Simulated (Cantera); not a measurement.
A perfectly stirred reactor is fed with CH4 : C2H6 : O2 : N2 : H2O = 1 : 0.83 : 3.27 : 13.1 : 0.44 (molar parts), at 3750 Torr; it is adiabatic with a 475 K inlet, and is followed from long to short residence time, starting on the burning branch (τ in s: 0.072, 0.029, 0.011, 0.0045, 0.0018, 0.0007, 0.00028, 0.00011, 4.3e-05, 1.7e-05).

Model: GRI-Mech 3.0 (53 species, 325 reactions), integrated in Cantera.

Question: Predict: blow-out, bracketed by the residence times tried; x(CH4) at τ = 72.0 ms; x(C2H6) at τ = 72.0 ms; x(O2) at τ = 72.0 ms; x(OH) at τ = 72.0 ms; x(CO) at τ = 72.0 ms; x(CH4) at τ = 0.700 ms; x(C2H6) at τ = 0.700 ms; x(O2) at τ = 0.700 ms; x(OH) at τ = 0.700 ms; x(CO) at τ = 0.700 ms.

Answer: 
```
Property                                                                        Result
------------------------------------------------  ------------------------------------
blow-out, bracketed by the residence times tried  burning at 0.280 ms, out at 0.110 ms
x(CH4) at τ = 72.0 ms                                                          0.00144
x(C2H6) at τ = 72.0 ms                                                         1.14e-6
x(O2) at τ = 72.0 ms                                                          0.000144
x(OH) at τ = 72.0 ms                                                           5.04e-5
x(CO) at τ = 72.0 ms                                                            0.0818
x(CH4) at τ = 0.700 ms                                                         0.00563
x(C2H6) at τ = 0.700 ms                                                       0.000107
x(O2) at τ = 0.700 ms                                                          0.00607
x(OH) at τ = 0.700 ms                                                         0.000153
x(CO) at τ = 0.700 ms                                                           0.0715
```
